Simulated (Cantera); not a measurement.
Input (Python, Cantera) and output of one run.

```python
import numpy as np
import cantera as ct

gas_names = """
    H H2 H2S N NH NH2 NH3 N2 N2H2 N2H4 Pb PbS Pb2 S SH SN S2 S8
""".split()
cond_names = """
    Pb(cr) Pb(L) PbS(s) PbS(L) S(cr1) S(cr2) S(L)
""".split()


# ... load() reads the species with a 1 bar reference pressure and builds the phases ...
atoms = {
    'Pb': {'Pb': 1},
    'H2S': {'H': 2, 'S': 1},
    'N2': {'N': 2},
}
top_T = {}  # K; cautious upper limits of use, not melting points


# ... equilibrate(T, P, feed) seeds the gas with the atoms and calls Mixture.equilibrate('TP', solver="vcs", rtol=1e-11, max_steps=5000) ...
results = []
P = 10000  # Pa
for T in [748, 848, 948, 1048, 1148, 1248, 1348, 1448, 1548, 1648]:
    for m in [0.35, 0.43, 0.54, 0.67, 0.84, 1, 1.3, 1.6, 2, 2.6, 3.2, 4]:
        feed = {'Pb': 1, 'H2S': m, 'N2': 2.3}  # mol
        mix = equilibrate(T, P, feed)
        results.append((T, P, feed, dict(zip(mix.species_names, mix.species_moles))))

for T, P, feed, n in results:
    print(f"{T:7g} {feed['H2S']:10.4g}  " + (" + ".join(c for c in cond_names if n.get(c, 0) > 1e-12) or "gas only"))
```

It prints:

```
    748       0.35  Pb(L) + PbS(s)
    748       0.43  Pb(L) + PbS(s)
    748       0.54  Pb(L) + PbS(s)
    748       0.67  Pb(L) + PbS(s)
    748       0.84  Pb(L) + PbS(s)
    748          1  Pb(L) + PbS(s)
    748        1.3  PbS(s)
    748        1.6  PbS(s)
    748          2  PbS(s)
    748        2.6  PbS(s)
    748        3.2  PbS(s)
    748          4  PbS(s)
    848       0.35  Pb(L) + PbS(s)
    848       0.43  Pb(L) + PbS(s)
    848       0.54  Pb(L) + PbS(s)
    848       0.67  Pb(L) + PbS(s)
    848       0.84  Pb(L) + PbS(s)
    848          1  Pb(L) + PbS(s)
    848        1.3  PbS(s)
    848        1.6  PbS(s)
    848          2  PbS(s)
    848        2.6  PbS(s)
    848        3.2  PbS(s)
    848          4  PbS(s)
    948       0.35  Pb(L) + PbS(s)
    948       0.43  Pb(L) + PbS(s)
    948       0.54  Pb(L) + PbS(s)
    948       0.67  Pb(L) + PbS(s)
    948       0.84  Pb(L) + PbS(s)
    948          1  Pb(L) + PbS(s)
    948        1.3  PbS(s)
    948        1.6  PbS(s)
    948          2  PbS(s)
    948        2.6  PbS(s)
    948        3.2  PbS(s)
    948          4  PbS(s)
   1048       0.35  Pb(L) + PbS(s)
   1048       0.43  Pb(L) + PbS(s)
   1048       0.54  Pb(L) + PbS(s)
   1048       0.67  Pb(L) + PbS(s)
   1048       0.84  Pb(L) + PbS(s)
   1048          1  Pb(L) + PbS(s)
   1048        1.3  PbS(s)
   1048        1.6  PbS(s)
   1048          2  PbS(s)
   1048        2.6  PbS(s)
   1048        3.2  PbS(s)
   1048          4  PbS(s)
   1148       0.35  Pb(L) + PbS(s)
   1148       0.43  Pb(L) + PbS(s)
   1148       0.54  Pb(L) + PbS(s)
   1148       0.67  Pb(L) + PbS(s)
   1148       0.84  Pb(L) + PbS(s)
   1148          1  Pb(L) + PbS(s)
   1148        1.3  PbS(s)
   1148        1.6  PbS(s)
   1148          2  PbS(s)
   1148        2.6  PbS(s)
   1148        3.2  PbS(s)
   1148          4  PbS(s)
   1248       0.35  Pb(L)
   1248       0.43  Pb(L)
   1248       0.54  Pb(L)
   1248       0.67  Pb(L) + PbS(s)
   1248       0.84  Pb(L) + PbS(s)
   1248          1  Pb(L) + PbS(s)
   1248        1.3  PbS(s)
   1248        1.6  PbS(s)
   1248          2  PbS(s)
   1248        2.6  PbS(s)
   1248        3.2  gas only
   1248          4  gas only
   1348       0.35  Pb(L)
   1348       0.43  Pb(L)
   1348       0.54  Pb(L)
   1348       0.67  Pb(L)
   1348       0.84  gas only
   1348          1  gas only
   1348        1.3  gas only
   1348        1.6  gas only
   1348          2  gas only
   1348        2.6  gas only
   1348        3.2  gas only
   1348          4  gas only
   1448       0.35  Pb(L)
   1448       0.43  Pb(L)
   1448       0.54  gas only
   1448       0.67  gas only
   1448       0.84  gas only
   1448          1  gas only
   1448        1.3  gas only
   1448        1.6  gas only
   1448          2  gas only
   1448        2.6  gas only
   1448        3.2  gas only
   1448          4  gas only
   1548       0.35  gas only
   1548       0.43  gas only
   1548       0.54  gas only
   1548       0.67  gas only
   1548       0.84  gas only
   1548          1  gas only
   1548        1.3  gas only
   1548        1.6  gas only
   1548          2  gas only
   1548        2.6  gas only
   1548        3.2  gas only
   1548          4  gas only
   1648       0.35  gas only
   1648       0.43  gas only
   1648       0.54  gas only
   1648       0.67  gas only
   1648       0.84  gas only
   1648          1  gas only
   1648        1.3  gas only
   1648        1.6  gas only
   1648          2  gas only
   1648        2.6  gas only
   1648        3.2  gas only
   1648          4  gas only
```

Method: chemical equilibrium by Gibbs-energy minimisation in Cantera with the NASA 1993 tables (ideal gas, pure condensed phases). Mutual solubility and eutectic melting of coexisting phases are not modelled.
